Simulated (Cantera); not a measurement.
A closed system holds: 1 mol BF3, 1.7 mol O2, 26 mol H2, at 500 °C and 13.3 mbar.

These are equilibrium values from Cantera (NASA tables, ideal gas, pure condensed phases), not measurements of a reactor. Candidate condensed phases: B, B2O3, B3O3H3, H2O; 43 gas species. Gases not in the tables: H3BO3. The numbers say what is thermodynamically allowed, not how fast it happens.

Base state: H2 0.832, H2O 0.106, HF 0.0376, BF3 0.0228, B3O3F3 0.00145, (HBO2)3 0.000448 (mole fractions); condensed: B2O3(l).

Task: What changes in the equilibrium state with this change: temperature from 500 °C to 1052 °C?

Result: 
```json
[
 {"species": "H2", "before": "0.832", "after": "0.809"},
 {"species": "H2O", "before": "0.106", "after": "0.0802"},
 {"species": "HF", "before": "0.0376", "after": "0.0749"},
 {"species": "BOF", "before": "3.04e-7", "after": "0.0245"},
 {"species": "BF3", "before": "0.0228", "after": "0.00246"},
 {"species": "HBO2", "before": "1.45e-7", "after": "0.00814"},
 {"species": "B2O3", "before": "<1e-9", "after": "1.77e-5"},
 {"species": "B2O3(l), mol", "before": "0.113", "after": "0"}
]
```

Task: What changes in the equilibrium state with this change: O2 from 1.7 to 4.9 mol?

Result: 
```json
[
 {"species": "H2", "before": "0.832", "after": "0.595"},
 {"species": "H2O", "before": "0.106", "after": "0.327"},
 {"species": "HF", "before": "0.0376", "after": "0.0589"},
 {"species": "BF3", "before": "0.0228", "after": "0.0161"},
 {"species": "(HBO2)3", "before": "0.000448", "after": "0.00244"},
 {"species": "B3O3F3", "before": "0.00145", "after": "0.00102"},
 {"species": "B2O3(l), mol", "before": "0.113", "after": "0.140"}
]
```

Task: What changes in the equilibrium state with this change: temperature from 500 °C to 800 °C?

Result: 
```csv
species,before,after
H2,0.832,0.826
H2O,0.106,0.0881
HF,0.0376,0.0719
BF3,0.0228,0.0110
BOF,3.04e-7,0.000889
HBO2,1.45e-7,0.000279
(HBO2)3,0.000448,5.94e-5
"B2O3(l), mol",0.113,0.278
```
